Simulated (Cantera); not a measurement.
A perfectly stirred reactor is fed with CH₄ : O₂ : N₂ = 1 : 3.08 : 11.6 (molar parts), at 5.00 bar; it is adiabatic with a 525 K inlet, and is followed from long to short residence time, starting on the burning branch (τ in s: 0.057, 0.024, 0.0099, 0.0041, 0.0017, 0.0007, 0.00029, 0.00012, 5e-05, 2.1e-05).

Model: GRI-Mech 3.0 (53 species, 325 reactions), integrated in Cantera.

**Question.** Predict: blow-out, bracketed by the residence times tried; x(CH₄) at τ = 57.0 ms; x(O₂) at τ = 57.0 ms; x(NO) at τ = 57.0 ms; x(HCN) at τ = 57.0 ms; x(CH₄) at τ = 0.700 ms; x(O₂) at τ = 0.700 ms; x(NO) at τ = 0.700 ms; x(CH₂CO) at τ = 0.700 ms; x(HCN) at τ = 0.700 ms.

**Answer.** 
| Property | Value |
|---|---|
| blow-out, bracketed by the residence times tried | burning at 0.120 ms, out at 50.0 µs |
| x(CH₄) at τ = 57.0 ms | 5.33e-6 |
| x(O₂) at τ = 57.0 ms | 0.0687 |
| x(NO) at τ = 57.0 ms | 6.11e-5 |
| x(HCN) at τ = 57.0 ms | 1.60e-8 |
| x(CH₄) at τ = 0.700 ms | 0.000131 |
| x(O₂) at τ = 0.700 ms | 0.0701 |
| x(NO) at τ = 0.700 ms | 1.49e-5 |
| x(CH₂CO) at τ = 0.700 ms | 1.13e-7 |
| x(HCN) at τ = 0.700 ms | 6.66e-8 |
